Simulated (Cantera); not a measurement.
A perfectly stirred reactor is fed with CH4 : O2 : N2 = 1 : 1.67 : 6.27 (molar parts), equivalence ratio 1.2, at 1000000 Pa; it is adiabatic with a 325 K inlet, and is followed from long to short residence time, starting on the burning branch (τ in s: 0.022, 0.013, 0.0079, 0.0048, 0.0029, 0.0017, 0.001, 0.00062, 0.00037, 0.00022, 0.00013, 8.1e-05).

Computed with Cantera and GRI-Mech 3.0 (53 species, 325 reactions).

### Question
What does this change do: O2 1.67 to 2.4 parts?

### Answer
| quantity | before | after |
|---|---|---|
| blow-out, bracketed by the residence times tried | burning at 0.130 ms, out at 81.0 µs | burning at 81.0 µs, the shortest tried |
| x(CH4) at τ = 22.0 ms | 0.000104 | 1.19e-6 |
| x(O2) at τ = 22.0 ms | 0.000137 | 0.0393 |
| x(CH3) at τ = 22.0 ms | 2.29e-5 | 6.13e-7 |
| x(C2H2) at τ = 22.0 ms | 3.41e-6 | 2.83e-11 |
| x(HO2) at τ = 22.0 ms | 5.78e-8 | 8.14e-6 |
| x(CH4) at τ = 1.00 ms | 0.000654 | 2.30e-5 |
| x(O2) at τ = 1.00 ms | 0.00161 | 0.0422 |
| x(CH3) at τ = 1.00 ms | 0.000204 | 1.18e-5 |
| x(C2H2) at τ = 1.00 ms | 9.46e-5 | 8.71e-9 |
| x(HO2) at τ = 1.00 ms | 1.09e-6 | 9.52e-6 |
